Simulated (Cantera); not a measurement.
An isothermal, constant-pressure homogeneous reactor starts with C2H4 : H2 = 1 : 7.2 (molar parts), at 1275 K and 100.0 Torr. Integrator tolerance rtol = 1e-08.

Detailed kinetics in Cantera: GRI-Mech 3.0 (53 species, 325 reactions). GRI-Mech 3.0 was tuned for natural gas; its chemistry of ethylene as a main component is partial and can be far from experiment. GRI-Mech 3.0 stops at C3 and has no aromatics, soot or wall deposition, so with more carbon than oxygen in the feed, carbon stays in small species such as C2H2 where larger ones or solid carbon would form.

### Question
What does this change do: pressure from 100.0 Torr to 10.00 Torr?

### Answer
```
quantity                                              before                                      after
-----------------  -----------------------------------------  -----------------------------------------
x(C2H4) at 30.0 s     0.0225 (gas-phase equilibrium 0.00920)    0.00526 (gas-phase equilibrium 0.00399)
x(H2) at 30.0 s          0.832 (gas-phase equilibrium 0.769)        0.890 (gas-phase equilibrium 0.863)
x(C2H2) at 30.0 s      0.0521 (gas-phase equilibrium 0.0225)       0.103 (gas-phase equilibrium 0.0869)
x(C2H) at 30.0 s   1.08e-10 (gas-phase equilibrium 1.89e-11)  3.84e-10 (gas-phase equilibrium 2.18e-10)
x(C2H6) at 30.0 s   0.000147 (gas-phase equilibrium 6.15e-5)    3.11e-6 (gas-phase equilibrium 2.99e-6)
x(H) at 30.0 s       4.76e-6 (gas-phase equilibrium 1.78e-6)    9.11e-6 (gas-phase equilibrium 5.97e-6)
x(CH2) at 30.0 s   3.52e-11 (gas-phase equilibrium 1.22e-11)  2.31e-12 (gas-phase equilibrium 2.54e-11)
```
Radical loss at walls, strong at low pressure, is not modelled.

### Question
What does this change do: C2H4 1 to 1.6 parts?

### Answer
| quantity | before | after |
|---|---|---|
| x(C2H4) at 30.0 s | 0.0225 (gas-phase equilibrium 0.00920) | 0.0338 (gas-phase equilibrium 0.0186) |
| x(H2) at 30.0 s | 0.832 (gas-phase equilibrium 0.769) | 0.765 (gas-phase equilibrium 0.680) |
| x(C2H2) at 30.0 s | 0.0521 (gas-phase equilibrium 0.0225) | 0.0849 (gas-phase equilibrium 0.0514) |
| x(C2H) at 30.0 s | 1.08e-10 (gas-phase equilibrium 1.89e-11) | 1.76e-10 (gas-phase equilibrium 4.60e-11) |
| x(C2H6) at 30.0 s | 0.000147 (gas-phase equilibrium 6.15e-5) | 0.000205 (gas-phase equilibrium 0.000110) |
| x(H) at 30.0 s | 4.76e-6 (gas-phase equilibrium 1.78e-6) | 4.36e-6 (gas-phase equilibrium 1.68e-6) |
| x(CH2) at 30.0 s | 3.52e-11 (gas-phase equilibrium 1.22e-11) | 4.36e-11 (gas-phase equilibrium 1.73e-11) |

### Question
What does this change do: H2 7.2 to 33 parts?

### Answer
| quantity | before | after |
|---|---|---|
| x(C2H4) at 30.0 s | 0.0225 (gas-phase equilibrium 0.00920) | 0.00472 (gas-phase equilibrium 0.000510) |
| x(H2) at 30.0 s | 0.832 (gas-phase equilibrium 0.769) | 0.955 (gas-phase equilibrium 0.941) |
| x(C2H2) at 30.0 s | 0.0521 (gas-phase equilibrium 0.0225) | 0.00963 (gas-phase equilibrium 0.00102) |
| x(C2H) at 30.0 s | 1.08e-10 (gas-phase equilibrium 1.89e-11) | 2.11e-11 (gas-phase equilibrium <1e-12) |
| x(C2H6) at 30.0 s | 0.000147 (gas-phase equilibrium 6.15e-5) | 3.43e-5 (gas-phase equilibrium 4.17e-6) |
| x(H) at 30.0 s | 4.76e-6 (gas-phase equilibrium 1.78e-6) | 5.76e-6 (gas-phase equilibrium 1.97e-6) |
| x(CH2) at 30.0 s | 3.52e-11 (gas-phase equilibrium 1.22e-11) | 1.28e-11 (gas-phase equilibrium 2.87e-12) |
